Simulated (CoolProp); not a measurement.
Vapour-liquid equilibrium of methanol (1) + dimethyl carbonate (2) at 0.0282 MPa; x and y are mole fractions of (1).

Computed with CoolProp (multi-fluid Helmholtz-energy mixture model, de Reuck 1993 and Zhou 2011; pair parameters Bell 2016).

Problem. Give the bubble temperature and the first vapour's composition at x = 0.05, 0.2, 0.5. Is there an azeotrope?

Solution. x = 0.05: 321.3 K, y = 0.263; x = 0.2: 312.3 K, y = 0.558; x = 0.5: 307.8 K, y = 0.705. y crosses x between x = 0.65 and 0.8: the model has an azeotrope there.

The pair parameters rest on a limited set of measurements; away from them the model extrapolates.
